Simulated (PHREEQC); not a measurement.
Consider water at 25 °C with 180 mmol/kgw CuCl2 and 0.91 mmol/kgw HNO3. Closed to the air; pH follows from the charge balance.

Computed with PHREEQC (ion-association model, phreeqc.dat).

Each row changes one thing in this solution. This is a speciation only: nothing precipitates in the calculation.

```csv
case,pH,ionic strength (mol/kgw),Cl- (mol/kgw)
as made,3.16,0.470,0.324
HNO3 left out,4.15,0.469,0.324
CuCl2 from 0.18 to 0.198 mol/kgw,3.16,0.512,0.353
CuCl2 replaced by CdCl2 at the same molality,3.14,0.188,0.158
diluted 10-fold with water,4.09,0.0525,0.0352
diluted 2-fold with water,3.44,0.247,0.168
```
